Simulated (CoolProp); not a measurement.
Sulfur dioxide along the isobar 110 bar: fugacity coefficient from the reference equation and from simpler models built on Tc = 157.5 °C, pc = 78.87 bar, ω = 0.256; each cubic takes its own stable root.

Computed with CoolProp (reference Helmholtz-energy equation of state, Gao 2016).

| T (°C) | phase | reference | Redlich-Kwong | Peng-Robinson |
|---|---|---|---|---|
| 143.85 | liquid | 0.4352 | 0.4634 | 0.4330 |
| 150.35 | liquid | 0.4680 | 0.4910 | 0.4645 |
| 156.85 | liquid | 0.5010 | 0.5181 | 0.4957 |
| 163.25 | supercritical | 0.5331 | 0.5442 | 0.5256 |
| 169.75 | supercritical | 0.5649 | 0.5697 | 0.5545 |
| 176.25 | supercritical | 0.5946 | 0.5937 | 0.5811 |
| 182.65 | supercritical | 0.6204 | 0.6154 | 0.6043 |
| 189.15 | supercritical | 0.6429 | 0.6351 | 0.6251 |
| 195.65 | supercritical | 0.6626 | 0.6526 | 0.6437 |
| 202.15 | supercritical | 0.6804 | 0.6684 | 0.6608 |
| 208.55 | supercritical | 0.6965 | 0.6828 | 0.6764 |
| 215.05 | supercritical | 0.7116 | 0.6963 | 0.6912 |
| 221.55 | supercritical | 0.7256 | 0.7089 | 0.7050 |
| 227.95 | supercritical | 0.7386 | 0.7205 | 0.7179 |
| 234.45 | supercritical | 0.7509 | 0.7317 | 0.7303 |
| 240.95 | supercritical | 0.7626 | 0.7422 | 0.7420 |
